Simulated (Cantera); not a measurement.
A perfectly stirred reactor is fed with CH4 : CO2 = 1 : 4.1 (molar parts), at 0.132 atm; it is held at 1225 K, and followed from long to short residence time.

Computed with Cantera and GRI-Mech 3.0 (53 species, 325 reactions).

Task: What does this change do: temperature 1225 to 2000 K?

Result: 
```
quantity                before     after
---------------------  -------  --------
x(CH4) at τ = 0.800 s    0.196  0.000980
x(CO2) at τ = 0.800 s    0.804     0.244
x(C2H) at τ = 0.800 s   <1e-12   3.18e-8
x(OH) at τ = 0.800 s    <1e-12  0.000121
x(CH3) at τ = 0.800 s  2.64e-6  0.000118
x(CH4) at τ = 10.0 ms    0.196    0.0260
x(CO2) at τ = 10.0 ms    0.804     0.454
x(C2H) at τ = 10.0 ms   <1e-12   4.64e-6
x(OH) at τ = 10.0 ms    <1e-12  0.000100
x(CH3) at τ = 10.0 ms  3.06e-7   0.00241
```

Task: What does this change do: temperature 1225 to 1573 K?

Result: 
| quantity | before | after |
|---|---|---|
| x(CH4) at τ = 0.800 s | 0.196 | 0.0664 |
| x(CO2) at τ = 0.800 s | 0.804 | 0.570 |
| x(C2H) at τ = 0.800 s | <1e-12 | 3.56e-8 |
| x(OH) at τ = 0.800 s | <1e-12 | 1.33e-6 |
| x(CH3) at τ = 0.800 s | 2.64e-6 | 0.000321 |
| x(CH4) at τ = 10.0 ms | 0.196 | 0.192 |
| x(CO2) at τ = 10.0 ms | 0.804 | 0.802 |
| x(C2H) at τ = 10.0 ms | <1e-12 | 4.35e-10 |
| x(OH) at τ = 10.0 ms | <1e-12 | 3.60e-8 |
| x(CH3) at τ = 10.0 ms | 3.06e-7 | 0.000521 |

Task: What does this change do: temperature 1225 to 2200 K?

Result: 
```csv
quantity,before,after
x(CH4) at τ = 0.800 s,0.196,9.28e-5
x(CO2) at τ = 0.800 s,0.804,0.235
x(C2H) at τ = 0.800 s,<1e-12,1.83e-9
x(OH) at τ = 0.800 s,<1e-12,0.000505
x(CH3) at τ = 0.800 s,2.64e-6,3.00e-5
x(CH4) at τ = 10.0 ms,0.196,0.00743
x(CO2) at τ = 10.0 ms,0.804,0.303
x(C2H) at τ = 10.0 ms,<1e-12,6.78e-6
x(OH) at τ = 10.0 ms,<1e-12,0.000379
x(CH3) at τ = 10.0 ms,3.06e-7,0.00177
```
